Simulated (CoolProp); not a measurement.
Ethylene at 298.15 K and 5.92 MPa is throttled through a valve to 0.529 MPa with no heat exchange. Each further row changes one setting.

The numbers come from the reference Helmholtz-energy equation of state, Smukala 2000 in CoolProp.

```json
[
 {"case": "as stated", "temperature change (K)": "[?]", "final phase": "[?]", "final density (kg/m³)": "[?]"},
 {"case": "outlet pressure 0.159 MPa", "temperature change (K)": "[?]", "final phase": "[?]", "final density (kg/m³)": "[?]"},
 {"case": "outlet pressure 0.688 MPa", "temperature change (K)": "[?]", "final phase": "[?]", "final density (kg/m³)": "12.9"}
]
```

Question: What belongs in the gaps?

Answer: 
- as stated, temperature change (K): -94.4
- as stated, final phase: two-phase, vapour fraction 0.991
- as stated, final density (kg/m³): 9.88
- outlet pressure 0.159 MPa, temperature change (K): -108.0
- outlet pressure 0.159 MPa, final phase: gas
- outlet pressure 0.159 MPa, final density (kg/m³): 2.93
- outlet pressure 0.688 MPa, temperature change (K): -87.5
- outlet pressure 0.688 MPa, final phase: two-phase, vapour fraction 0.981
